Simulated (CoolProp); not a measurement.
Vapour-liquid equilibrium of CF4 (R14) (1) + R13 (2) at 140.4 K; x and y are mole fractions of (1).

The numbers come from the multi-fluid Helmholtz-energy mixture model, Platzer 1990 and Platzer 1990; pair parameters Bell 2016 in CoolProp. This equation is an older, rougher fit; its heat capacities, sound speeds and derivatives of the liquid may be far off and weren't checked against measurements.

```csv
x,bubble pressure (MPa),y at the bubble point,dew pressure at overall composition x (MPa),liquid density (mol/L)
0.05,0.007953,…,…,16.43
0.2,0.02240,0.926,0.002466,16.75
0.35,0.03341,0.957,0.003023,17.07
0.5,0.04254,0.972,0.003905,17.39
0.65,0.05086,0.982,…,17.72
0.8,0.05924,0.990,0.009356,18.06
0.95,0.06846,0.997,0.02995,18.39
```

### Question
Complete the blanks.

### Answer

- 0.05, y at the bubble point: 0.762
- 0.05, dew pressure at overall composition x (MPa): 0.002082
- 0.65, dew pressure at overall composition x (MPa): 0.005512

No azeotrope shows between x = 0.05 and 0.95.

The pair parameters rest on a limited set of measurements; away from them the model extrapolates.
